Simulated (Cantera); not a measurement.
**Thermodynamics of tantalum, niobium, vanadium and zirconium in process gases, feed Zr + N2O**

A closed system holds: 1 mol Zr, 2.5 mol N2O, at 100 Torr.

Cantera equilibrium calculation (NASA polynomials, part measured and part estimated; ideal gas, pure solids and liquids). Candidate condensed phases: Zr, ZrN, ZrO2; 13 gas species. Kinetics and transport are ignored.

From 627 °C to 1027 °C the condensed part is ZrO2(monoclinic). From 1227 °C to 2227 °C the condensed part is ZrO2(tetragonal). At 2427 °C the condensed part is ZrO2(s).

| T (°C) | x N2 | x O2 | x O | x NO | x ZrO2 | x N | n ZrO2(monoclinic) | n ZrO2(tetragonal) | n ZrO2(s) |
|---|---|---|---|---|---|---|---|---|---|
| 627 | 0.909 | 0.0909 | 4.45e-12 | 6.52e-6 | <1e-12 | <1e-12 | 1.00 | 0 | 0 |
| 827 | 0.909 | 0.0909 | 2.06e-9 | 6.01e-5 | <1e-12 | <1e-12 | 1.00 | 0 | 0 |
| 1027 | 0.909 | 0.0908 | 1.46e-7 | 0.000280 | <1e-12 | <1e-12 | 1.00 | 0 | 0 |
| 1227 | 0.909 | 0.0905 | 3.34e-6 | 0.000862 | <1e-12 | <1e-12 | 0 | 1.00 | 0 |
| 1427 | 0.908 | 0.0899 | 3.67e-5 | 0.00204 | <1e-12 | 1.45e-11 | 0 | 1.00 | 0 |
| 1627 | 0.907 | 0.0888 | 0.000243 | 0.00400 | 2.14e-11 | 5.15e-10 | 0 | 1.00 | 0 |
| 1827 | 0.905 | 0.0869 | 0.00112 | 0.00686 | 2.28e-9 | 9.30e-9 | 0 | 1.00 | 0 |
| 2027 | 0.902 | 0.0835 | 0.00393 | 0.0106 | 1.06e-7 | 1.02e-7 | 0 | 1.00 | 0 |
| 2227 | 0.897 | 0.0774 | 0.0110 | 0.0149 | 2.64e-6 | 7.58e-7 | 0 | 1.000 | 0 |
| 2427 | 0.888 | 0.0673 | 0.0257 | 0.0191 | 4.03e-5 | 4.20e-6 | 0 | 0 | 1.000 |
x: gas mole fraction; n: condensed amount in mol.
